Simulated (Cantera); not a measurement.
What does this Cantera script print?

```python
import numpy as np
import cantera as ct

gas_names = """
    CL CL2 H HCL H2 Si SiCL SiCL2 SiCL3 SiCL4 SiH SiHCL3 SiH2 SiH2CL2 SiH3 SiH3CL SiH4 Si2 Si3
""".split()
cond_names = """
    Si(cr) Si(L)
""".split()


# ... load() reads the species with a 1 bar reference pressure and builds the phases ...
atoms = {
    'SiCl4': {'Si': 1, 'CL': 4},
    'HCl': {'H': 1, 'CL': 1},
    'H2': {'H': 2},
}
top_T = {}  # K; cautious upper limits of use, not melting points


# ... equilibrate(T, P, feed) seeds the gas with the atoms and calls Mixture.equilibrate('TP', solver="vcs", rtol=1e-11, max_steps=5000) ...
results = []
feed = {'SiCl4': 1, 'HCl': 2, 'H2': 990}  # mol
P = 47000  # Pa
for T in [1348, 1448, 1548, 1648, 1748, 1848, 1948, 2048, 2148, 2248]:
    mix = equilibrate(T, P, feed)
    results.append((T, P, feed, dict(zip(mix.species_names, mix.species_moles))))
    x = sorted(zip(gas.X, gas.species_names), reverse=True)
    print(f"T = {T:g} K  P = {P:g} Pa  gas = {mix.phase_moles(0):.4g} mol")
    print("   x: " + "  ".join(f"{s} {v:.3e}" for v, s in x if v > 1e-05))
    print("   condensed (mol): " + ("  ".join(f"{mix.phase(i).name} {mix.phase_moles(i):.4g}"
          for i in range(1, mix.n_phases) if mix.phase_moles(i) > 1e-12) or "none"))
```

It prints:

```
T = 1348 K  P = 47000 Pa  gas = 994 mol
   x: H2 9.941e-01  HCL 5.809e-03  SiCL2 9.526e-05
   condensed (mol): Si(cr) 0.8894
T = 1448 K  P = 47000 Pa  gas = 994 mol
   x: H2 9.941e-01  HCL 5.812e-03  SiCL2 1.046e-04  H 1.340e-05
   condensed (mol): Si(cr) 0.8879
T = 1548 K  P = 47000 Pa  gas = 994 mol
   x: H2 9.940e-01  HCL 5.803e-03  SiCL2 1.127e-04  H 4.478e-05
   condensed (mol): Si(cr) 0.8808
T = 1648 K  P = 47000 Pa  gas = 994.1 mol
   x: H2 9.939e-01  HCL 5.791e-03  H 1.295e-04  SiCL2 1.198e-04
   condensed (mol): Si(cr) 0.868
T = 1748 K  P = 47000 Pa  gas = 994.2 mol
   x: H2 9.937e-01  HCL 5.804e-03  H 3.322e-04  SiCL2 1.130e-04  SiH2 2.039e-05
   condensed (mol): Si(L) 0.8581
T = 1848 K  P = 47000 Pa  gas = 994.4 mol
   x: H2 9.932e-01  HCL 5.827e-03  H 7.708e-04  SiCL2 9.901e-05  SiH2 4.132e-05  Si 1.335e-05
   condensed (mol): Si(L) 0.833
T = 1948 K  P = 47000 Pa  gas = 994.9 mol
   x: H2 9.923e-01  HCL 5.840e-03  H 1.642e-03  SiCL2 8.759e-05  SiH2 7.775e-05  Si 4.942e-05  SiH 2.595e-05
   condensed (mol): Si(L) 0.7505
T = 2048 K  P = 47000 Pa  gas = 995.8 mol
   x: H2 9.904e-01  HCL 5.839e-03  H 3.251e-03  Si 1.608e-04  SiH2 1.373e-04  SiCL2 7.802e-05  SiH 6.667e-05  SiCL 1.534e-05  CL 1.419e-05
   condensed (mol): Si(L) 0.5378
T = 2148 K  P = 47000 Pa  gas = 997.6 mol
   x: H2 9.872e-01  H 6.040e-03  HCL 5.820e-03  Si 4.680e-04  SiH2 2.293e-04  SiH 1.565e-04  SiCL2 6.980e-05  SiCL 2.874e-05  CL 2.606e-05
   condensed (mol): Si(L) 0.03131
T = 2248 K  P = 47000 Pa  gas = 1000 mol
   x: H2 9.825e-01  H 1.062e-02  HCL 5.867e-03  Si 5.940e-04  SiH2 1.753e-04  SiH 1.630e-04  CL 4.592e-05  SiCL2 3.097e-05  SiCL 2.471e-05
   condensed (mol): none
```

These are equilibrium values from Cantera (NASA tables, ideal gas, pure condensed phases), not measurements of a reactor. The tables' values for SiCl are old estimates; treat these amounts as uncertain. Gases not in the tables: Si2H6 and higher silanes.
